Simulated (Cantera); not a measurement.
Feed: 1 mol PbCl2, a varied amount of H2, equilibrated at 1550 °C and 1.00 bar.

Equilibrium computed with Cantera from the NASA thermochemical tables; the gas is ideal and each condensed phase is pure. Candidate condensed phases: Pb, PbCl2; 10 gas species. The tables' values for PbCl4 are old estimates; treat these amounts as uncertain. Rates play no part.

x: gas mole fraction; nothing condenses.

```
n(H2) (mol)   x H2   x HCl  x PbCl    x Pb   x PbCl2       x H      x Cl
-----------  -----  ------  ------  ------  --------  --------  --------
1.5          0.320   0.350   0.198  0.0761    0.0561         ?  0.000204
2.1          0.414   0.314   0.159  0.0775    0.0355         ?  0.000161
2.9          0.504   0.275   0.123  0.0758    0.0219         ?  0.000128
4.1          0.594   0.232  0.0898  0.0711    0.0124  0.000334   9.94e-5
5.7          0.672   0.192  0.0635  0.0645   0.00684  0.000355   7.76e-5
8            0.742   0.155  0.0426  0.0563   0.00352  0.000373   5.96e-5
11           0.797   0.124  0.0282  0.0481   0.00180  0.000387   4.61e-5
16           0.850  0.0940  0.0166  0.0387  0.000774  0.000399   3.37e-5
22           0.885  0.0728  0.0102  0.0313  0.000362  0.000408   2.56e-5
```

Question: Some entries are withheld; supply them.

Answer: 
- 1.5, x H: 0.000245
- 2.1, x H: 0.000279
- 2.9, x H: 0.000307
